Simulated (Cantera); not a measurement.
An isothermal, constant-pressure homogeneous reactor starts with 1.86 % H₂, 98.1 % O₂, at 1125 K and 10.00 Torr.

Detailed kinetics in Cantera: GRI-Mech 3.0 (53 species, 325 reactions). Radical loss at walls, strong at low pressure, is not modelled.

One state of this run: x H₂ = 0.000117; x O₂ = 0.969; x HO₂ = 1.94e-6; x OH = 0.000977; x O = 0.0110; x H₂O = 0.0175; x H₂O₂ = 3.54e-8. x: mole fraction; the columns are a selection and need not sum to one.

Question: Which value of t (s) does it belong to?
A) 1.00e-6
B) 0.00343
C) 0.000448
D) 0.0262

Answer: D, 0.0262
